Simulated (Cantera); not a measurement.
Mixture: CH4 : CO : O2 : N2 = 1 : 0.45 : 3.01 : 9.32 (molar parts), at 8.40 bar, adiabatic and at constant volume. Ignition delay is the time to a rise of 400 K.

Model: GRI-Mech 3.0 (53 species, 325 reactions), integrated in Cantera.

Question: Predict: delay at 1300 K; delay at 1500 K; delay at 1700 K; delay at 1900 K; delay at 2100 K; apparent activation energy between 1900 and 2100 K.

Answer: 
- delay at 1300 K: 1.47 ms
- delay at 1500 K: 0.163 ms
- delay at 1700 K: 29.4 µs
- delay at 1900 K: 7.93 µs
- delay at 2100 K: 2.89 µs
- apparent activation energy between 1900 and 2100 K: 170 kJ/mol
